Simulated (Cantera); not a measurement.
What does this Cantera script print?

```python
import numpy as np
import cantera as ct

gas_names = [...]  # 123 gases of nasa_gas.yaml made of C, H, O, Si
cond_names = """
    C(gr) C6H6(L) C7H8(L) C8H18(L),n-octa H2O(s) H2O(L) Si(cr) Si(L) SiC(b) SiO2(Lqz) SiO2(hqz) SiO2(L)
""".split()


# ... load() reads the species with a 1 bar reference pressure and builds the phases ...
atoms = {
    'HMDSO': {'Si': 2, 'C': 6, 'H': 18, 'O': 1},
    'H2O': {'H': 2, 'O': 1},
}
top_T = {'C(gr)': 4500, 'SiC(b)': 3050}  # K; cautious upper limits of use, not melting points


# ... equilibrate(T, P, feed) seeds the gas with the atoms and calls Mixture.equilibrate('TP', solver="vcs", rtol=1e-11, max_steps=5000) ...
results = []
feed = {'HMDSO': 1, 'H2O': 0.25}  # mol
P = 57  # Pa
for T in [573, 673, 773, 873, 973, 1073, 1173]:
    mix = equilibrate(T, P, feed)
    results.append((T, P, feed, dict(zip(mix.species_names, mix.species_moles))))
    x = sorted(zip(gas.X, gas.species_names), reverse=True)
    print(f"T = {T:g} K  P = {P:g} Pa  gas = {mix.phase_moles(0):.4g} mol")
    print("   x: " + "  ".join(f"{s} {v:.3e}" for v, s in x if v > 0.001))
    print("   condensed (mol): " + ("  ".join(f"{mix.phase(i).name} {mix.phase_moles(i):.4g}"
          for i in range(1, mix.n_phases) if mix.phase_moles(i) > 1e-12) or "none"))
```

It prints:

```
T = 573 K  P = 57 Pa  gas = 8.44 mol
   x: H2 9.040e-01  CH4 9.597e-02
   condensed (mol): C(gr) 3.815  SiC(b) 1.375  SiO2(Lqz) 0.625
T = 673 K  P = 57 Pa  gas = 9.172 mol
   x: H2 9.914e-01  CH4 8.551e-03
   condensed (mol): C(gr) 4.547  SiC(b) 1.375  SiO2(Lqz) 0.625
T = 773 K  P = 57 Pa  gas = 9.239 mol
   x: H2 9.988e-01  CH4 1.204e-03
   condensed (mol): C(gr) 4.614  SiC(b) 1.375  SiO2(Lqz) 0.625
T = 873 K  P = 57 Pa  gas = 9.248 mol
   x: H2 9.997e-01
   condensed (mol): C(gr) 4.623  SiC(b) 1.375  SiO2(hqz) 0.625
T = 973 K  P = 57 Pa  gas = 9.25 mol
   x: H2 9.998e-01
   condensed (mol): C(gr) 4.623  SiC(b) 1.375  SiO2(hqz) 0.6246
T = 1073 K  P = 57 Pa  gas = 9.274 mol
   x: H2 9.973e-01  CO 2.631e-03
   condensed (mol): C(gr) 4.588  SiC(b) 1.387  SiO2(hqz) 0.6128
T = 1173 K  P = 57 Pa  gas = 9.712 mol
   x: H2 9.524e-01  CO 4.757e-02
   condensed (mol): C(gr) 3.932  SiC(b) 1.606  SiO2(hqz) 0.3939
```

These are equilibrium values from Cantera (NASA tables, ideal gas, pure condensed phases), not measurements of a reactor. The feed counts by its element totals alone. Mutual solubility and eutectic melting of coexisting phases are not modelled. The tables hold silica as quartz up to 1696 K and as liquid above; real silica turns to tridymite and cristobalite and melts near 1996 K.
